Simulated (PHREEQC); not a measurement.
Model water analysis in mg/L, 20 °C, pH 2.49, pe 11.8:

```
constituent   mg/L
-----------  -----
Na             118
K             96.3
Ca             518
Mg            72.4
Cl             509
S(6) as SO4   1760
Mn(2)        0.686
N(5) as NO3  0.648
Al            54.9
Si as SiO2    8.49
Pb            19.6
Sr           0.438
```

Valence states are taken as typed.

All values are PHREEQC results (ion-association model, wateq4f.dat), not measurements.

No solid was allowed to form.

Problem. Estimate the ionic strength.

Solution. ionic strength 0.0597 mol/kgw.

Problem. In which forms is Mg present?

Solution. Mg+2 70 %, MgSO4 30 % of the Mg.

Saturation is exceeded, for instance for Anglesite, Quartz (slow to form); the values hold only as long as no solid forms. Complexes and solids missing from the database can't appear.
